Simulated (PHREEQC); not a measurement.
# Spent oxide etchant

Dissolve 0.86 mol/kgw HF and 0.00018 mol/kgw H2SiF6 at 66 °C. Closed to the air; pH follows from the charge balance.

Equilibrium calculation in PHREEQC: ion-association model, phreeqc.dat.

Each row changes one thing in this solution. Precipitation was switched off in this run.

```csv
case,pH,ionic strength (mol/kgw),HF (mol/kgw),HF2- (mol/kgw),F- (mol/kgw)
as made,1.47,0.0397,0.790,0.0304,0.00876
diluted 5-fold with water,2.04,0.0101,0.158,0.00408,…
H2SiF6 left out,1.47,0.0393,0.790,0.0305,0.00879
H2SiF6 from 0.00018 to 1.8e-05 mol/kgw,1.47,0.0394,0.790,0.0305,0.00879
H2SiF6 from 0.00018 to 0.00027 mol/kgw,1.47,0.0399,0.790,0.0304,0.00874
diluted 2-fold with water,1.73,0.0211,…,0.0132,…
diluted 10-fold with water,2.25,0.00618,0.0783,0.00157,0.00456
H2SiF6 from 0.00018 to 0.000198 mol/kgw,1.47,…,0.790,0.0304,0.00876
H2SiF6 replaced by KF at the same molality,1.48,0.0394,0.790,…,0.00882
```

Question: Complete the blanks.

Answer: 
- diluted 5-fold with water, F- (mol/kgw): 0.00588
- diluted 2-fold with water, HF (mol/kgw): 0.396
- diluted 2-fold with water, F- (mol/kgw): 0.00761
- H2SiF6 from 0.00018 to 0.000198 mol/kgw, ionic strength (mol/kgw): 0.0398
- H2SiF6 replaced by KF at the same molality, HF2- (mol/kgw): 0.0306

Species that the database lacks are ignored. At this temperature some constants are extrapolated from 25 °C, and those without enthalpy data are left unchanged. SiF6-2 is the database's only silicon fluoride.
